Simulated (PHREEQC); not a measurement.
Solution (78 °C): 8.6 mmol/kgw HNO3, 110 mmol/kgw FeCl3 and 34 mmol/kgw CuCl2. Closed to the air; pH follows from the charge balance.

Equilibrium calculation in PHREEQC: ion-association model, wateq4f.dat.

No solid was allowed to form.

### Question
Order these Cu species by the share of Cu that they hold, largest first: CuCl+, Cu+2, CuCl2.

### Answer
CuCl+ (58 %), Cu+2 (37 %), CuCl2 (5.2 %)

### Question
Order these Cl species by the share of Cl that they hold, largest first: CuCl+, Cl-, CuCl2, FeCl+2, FeCl2+.

### Answer
Cl- (74 %), FeCl+2 (19 %), CuCl+ (5.0 %), FeCl2+ (2.0 %), CuCl2 (0.89 %)

The pH is 1.61 and the ionic strength 0.460 mol/kgw. The solution is supersaturated, for example in Hematite (slow to form), Goethite (slow to form), so a real one may precipitate; this is no full list. At this temperature some constants are extrapolated from 25 °C, and those without enthalpy data are left unchanged.
